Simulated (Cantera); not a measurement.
An isothermal, constant-pressure homogeneous reactor starts with CH4 : H2 : H : N2 = 0.015 : 1 : 0.0062 : 0.042 (molar parts), at 1775 K and 0.132 atm.

Cantera simulation using GRI-Mech 3.0 (53 species, 325 reactions); the numbers are that mechanism's predictions, not measurements. GRI-Mech 3.0 stops at C3 and has no aromatics, soot or wall deposition, so with more carbon than oxygen in the feed, carbon stays in small species such as C2H2 where larger ones or solid carbon would form.

Predict: x(CH4) at 1.00 s; x(H2) at 1.00 s; x(H) at 1.00 s; x(C2H6) at 1.00 s; x(C2H) at 1.00 s; x(C2H4) at 1.00 s; x(C2H2) at 1.00 s.


| Property | Result |
|---|---|
| x(CH4) at 1.00 s | 0.00252 (gas-phase equilibrium 0.000502) |
| x(H2) at 1.00 s | 0.952 (gas-phase equilibrium 0.953) |
| x(H) at 1.00 s | 0.000773 (gas-phase equilibrium 0.000779) |
| x(C2H6) at 1.00 s | 3.50e-8 (gas-phase equilibrium 2.23e-9) |
| x(C2H) at 1.00 s | 3.63e-8 (gas-phase equilibrium 2.17e-8) |
| x(C2H4) at 1.00 s | 2.05e-5 (gas-phase equilibrium 1.19e-5) |
| x(C2H2) at 1.00 s | 0.00569 (gas-phase equilibrium 0.00338) |
